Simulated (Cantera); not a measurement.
A perfectly stirred reactor is fed with 3.76 % C₃H₈, 20.2 % O₂, 76.0 % N₂, at 1.50 bar; it is adiabatic with a 500 K inlet, and is followed from long to short residence time, starting on the burning branch (τ in s: 0.14, 0.058, 0.023, 0.0094, 0.0038, 0.0015, 0.00062, 0.00025, 0.0001, 4.1e-05, 1.7e-05, 6.7e-06).

Cantera simulation using GRI-Mech 3.0 (53 species, 325 reactions); the numbers are that mechanism's predictions, not measurements. GRI-Mech 3.0 was tuned for natural gas; its chemistry of propane as a main component is partial and can be far from experiment.

x: mole fraction; the columns are a selection and need not sum to one.

| τ (s) | T (K) | x C₃H₈ | x O₂ | x H | x HO₂ | x H₂ | x CH₃ | x NO₂ |
|---|---|---|---|---|---|---|---|---|
| 0.14 | 2322 | 6.94e-8 | 0.0165 | ? | 1.73e-6 | 0.00230 | 3.03e-7 | 1.12e-6 |
| 0.058 | 2317 | 1.63e-7 | 0.0172 | ? | 1.82e-6 | 0.00245 | 6.80e-7 | 8.34e-7 |
| 0.023 | 2303 | 3.88e-7 | 0.0183 | ? | 2.00e-6 | 0.00282 | 1.49e-6 | 5.39e-7 |
| 0.0094 | 2277 | 8.67e-7 | 0.0199 | ? | 2.34e-6 | 0.00348 | 2.97e-6 | 3.16e-7 |
| 0.0038 | 2235 | 1.87e-6 | 0.0220 | ? | 3.06e-6 | 0.00453 | 5.70e-6 | 1.66e-7 |
| 0.0015 | 2177 | 4.00e-6 | 0.0247 | ? | 4.43e-6 | 0.00595 | 1.11e-5 | 8.22e-8 |
| 0.00062 | 2113 | 8.26e-6 | 0.0275 | ? | 6.63e-6 | 0.00746 | 2.17e-5 | 4.36e-8 |
| 0.00025 | 2039 | 1.83e-5 | 0.0311 | ? | 1.03e-5 | 0.00901 | 4.53e-5 | 2.44e-8 |
| 0.00010 | 1955 | 4.59e-5 | 0.0362 | ? | 1.75e-5 | 0.0104 | 0.000105 | 1.42e-8 |
| 4.1e-5 | 1826 | 0.000168 | 0.0482 | ? | 4.49e-5 | 0.0123 | 0.000322 | 7.87e-9 |
| 1.7e-5 | 500 | 0.0376 | 0.202 | <1e-12 | <1e-12 | <1e-12 | <1e-12 | <1e-12 |
| 6.7e-6 | 500 | 0.0376 | 0.202 | <1e-12 | <1e-12 | <1e-12 | <1e-12 | <1e-12 |

Problem. Some entries are withheld; supply them.

Solution. 
- 0.14, x H: 0.000468
- 0.058, x H: 0.000528
- 0.023, x H: 0.000674
- 0.0094, x H: 0.000981
- 0.0038, x H: 0.00158
- 0.0015, x H: 0.00263
- 0.00062, x H: 0.00406
- 0.00025, x H: 0.00581
- 0.00010, x H: 0.00722
- 4.1e-5, x H: 0.00644
